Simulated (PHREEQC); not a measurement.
Dissolve 0.27 mol/kgw CuSO4, 0.0015 mol/kgw H2SO4 and 0.53 mol/kgw KCl at 32 °C. Closed to the air; pH follows from the charge balance.

Equilibrium calculation in PHREEQC: ion-association model, phreeqc.dat.

```yaml
pH: 3.12
ionic_strength: 1.04 mol/kgw
activity_of_water: 0.976
density: 1.060 g/cm³
total_alkalinity: -3.00 meq/kg
```

```json
[
 {"species": "Cl-", "molality": "0.474", "activity": "0.286", "log γ": "-0.220"},
 {"species": "K+", "molality": "0.468", "activity": "0.278", "log γ": "-0.227"},
 {"species": "Cu+2", "molality": "0.134", "activity": "0.0269", "log γ": "-0.699"},
 {"species": "SO4-2", "molality": "0.124", "activity": "0.0184", "log γ": "-0.828"},
 {"species": "CuSO4", "molality": "0.0833", "activity": "0.106", "log γ": "0.104"},
 {"species": "KSO4-", "molality": "0.0623", "activity": "0.0405", "log γ": "-0.187"},
 {"species": "CuCl+", "molality": "0.0485", "activity": "0.0289", "log γ": "-0.225"},
 {"species": "CuCl2", "molality": "0.00376", "activity": "0.00478", "log γ": "0.104"},
 {"species": "HSO4-", "molality": "0.00198", "activity": "0.00158", "log γ": "-0.099"},
 {"species": "H+", "molality": "0.00102", "activity": "0.000754", "log γ": "-0.131"}
]
```

Precipitation was switched off in this run. Ionic strength above about 0.7 mol/kgw puts this run outside the model's range. Complexes and solids missing from the database can't appear.
